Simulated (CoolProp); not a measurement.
A closed Brayton cycle with carbon dioxide: compressor inlet 312.15 K and 8.6 MPa, high pressure 27.3 MPa, turbine inlet 690 K, compressor efficiency 0.85, turbine efficiency 0.85, recuperator effectiveness 0 (on enthalpy, no pinch check). Each further row changes one setting.

Values from CoolProp's reference Helmholtz-energy equation of state, Span 1996.

| case | thermal efficiency (%) | net work (kJ/kg) | compressor to turbine work | compressor exit (K) | turbine exit (K) |
|---|---|---|---|---|---|
| as stated | 15.8 | 73.2 | 0.36 | 374.4 | 571.4 |
| turbine inlet 640 K | 15.6 | 62.4 | 0.39 | 374.4 | 525.4 |
| compressor inlet 322.15 K | 14.7 | 56.6 | 0.50 | 413.1 | 571.4 |
| high pressure 23.2 MPa | 14.0 | 66.6 | 0.33 | 365.2 | 587.8 |
| recuperator effectiveness 0.5 | 21.1 | 73.2 | 0.36 | 374.4 | 571.4 |
